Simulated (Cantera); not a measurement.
A closed system holds: 1 mol NH3, 7.1 mol H2, at 5400 Pa.

Equilibrium computed with Cantera from the NASA thermochemical tables; the gas is ideal and each condensed phase is pure. Ions and electrons are included (thermal ionisation). Kinetics and transport are ignored.

### Question
At 4500 K, list the 4 most abundant gas species with their mole fractions, and the condensed phases.

### Answer
H 0.964, N2 0.0252, N 0.00615, H2 0.00420. Condensed: gas only.
